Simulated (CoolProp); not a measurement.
Vapour pressure (kPa) of n-nonane: the reference equation beside estimates from Tc = 594.5 K, pc = 2282 kPa, ω = 0.443. Clausius-Clapeyron is anchored at 430.2 K with a constant enthalpy of vaporisation of 36.47 kJ/mol.

Model: reference Helmholtz-energy equation of state, Lemmon 2006, in CoolProp. It is a short technical equation, of lower accuracy than the large ones.

```json
[
 {"T (K)": "394.6", "reference": "43.45", "Lee-Kesler": "43.15", "Clausius-Clapeyron": "47.56", "van der Waals": "346.6", "Peng-Robinson": "43.79"},
 {"T (K)": "406.5", "reference": "62.38", "Lee-Kesler": "62.22", "Clausius-Clapeyron": "65.85", "van der Waals": "405.2", "Peng-Robinson": "62.71"},
 {"T (K)": "418.4", "reference": "87.36", "Lee-Kesler": "87.45", "Clausius-Clapeyron": "89.50", "van der Waals": "470.0", "Peng-Robinson": "87.68"},
 {"T (K)": "430.2", "reference": "119.3", "Lee-Kesler": "119.8", "Clausius-Clapeyron": "119.3", "van der Waals": "540.5", "Peng-Robinson": "119.7"},
 {"T (K)": "442.1", "reference": "160.2", "Lee-Kesler": "161.2", "Clausius-Clapeyron": "157.0", "van der Waals": "618.2", "Peng-Robinson": "160.6"},
 {"T (K)": "453.9", "reference": "210.6", "Lee-Kesler": "212.3", "Clausius-Clapeyron": "203.2", "van der Waals": "702.1", "Peng-Robinson": "211.2"},
 {"T (K)": "465.8", "reference": "273.1", "Lee-Kesler": "275.6", "Clausius-Clapeyron": "260.1", "van der Waals": "793.6", "Peng-Robinson": "274.1"},
 {"T (K)": "477.7", "reference": "348.9", "Lee-Kesler": "352.2", "Clausius-Clapeyron": "328.9", "van der Waals": "892.4", "Peng-Robinson": "350.6"},
 {"T (K)": "489.5", "reference": "439.0", "Lee-Kesler": "443.2", "Clausius-Clapeyron": "410.4", "van der Waals": "997.8", "Peng-Robinson": "441.8"},
 {"T (K)": "501.4", "reference": "546.8", "Lee-Kesler": "551.9", "Clausius-Clapeyron": "507.7", "van der Waals": "1112", "Peng-Robinson": "551.1"}
]
```

Absolute difference from the reference over all 10 rows, mean and median: Lee-Kesler 0.7 and 0.7 %, Clausius-Clapeyron 4.7 and 5.2 %, van der Waals 313.5 and 259.6 %, Peng-Robinson 0.5 and 0.4 %.
